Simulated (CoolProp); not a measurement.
Vapour-liquid equilibrium of ethane (1) + propane (2) at 273.7 K; x and y are mole fractions of (1).

Model: multi-fluid Helmholtz-energy mixture model, Bücker 2006 and Lemmon 2009; pair parameters Kunz 2012, in CoolProp.

| x | bubble pressure (bar) | y at the bubble point | dew pressure at overall composition x (bar) | liquid density (mol/L) |
|---|---|---|---|---|
| 0.05 | 5.626 | … | 5.039 | 12.07 |
| 0.15 | 7.233 | … | 5.530 | 12.27 |
| 0.25 | 8.870 | 0.545 | 6.121 | 12.46 |
| 0.35 | 10.56 | 0.653 | 6.847 | … |
| 0.45 | 12.33 | 0.736 | 7.760 | 12.82 |
| 0.55 | 14.19 | … | 8.937 | 12.98 |
| 0.65 | 16.16 | 0.858 | 10.51 | 13.12 |
| 0.75 | 18.26 | 0.905 | 12.68 | 13.23 |
| 0.85 | 20.50 | 0.946 | 15.86 | 13.30 |
| 0.95 | 22.91 | 0.982 | 20.77 | 13.30 |

### Question
Fill in the missing entries.

### Answer

- 0.05, y at the bubble point: 0.168
- 0.15, y at the bubble point: 0.395
- 0.35, liquid density (mol/L): 12.64
- 0.55, y at the bubble point: 0.803

No azeotrope shows between x = 0.05 and 0.95.

Pair parameters are fitted to limited data, so mixtures are less certain than the pure fluids.
